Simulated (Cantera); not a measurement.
Charge: 1 mol Fe₂O₃, a varied amount of H₂S, 2.3 mol H₂O, held at 1550 K and 0.130 bar.

Cantera equilibrium calculation (NASA polynomials, part measured and part estimated; ideal gas, pure solids and liquids). Candidate condensed phases: Fe, FeO, Fe(OH)₂, Fe(OH)₃, FeS, FeSO₄, FeS₂, Fe₂O₃, Fe₂(SO₄)₃, Fe₃O₄, H₂O, H₂SO₄, S; 22 gas species. Mutual solubility and eutectic melting of coexisting phases are not modelled. The tables' stoichiometric FeO is somewhat more stable than real wüstite, so its field is too wide. FeO: taken at fixed stoichiometry. Kinetics and transport are ignored.

Problem. At 0.29 mol H₂S, list the 4 most abundant gas species with their mole fractions, and the condensed phases.

Solution. H₂O 0.884, SO₂ 0.100, H₂ 0.0157, SO 0.000379. Condensed: FeO(s) + Fe₃O₄(s).
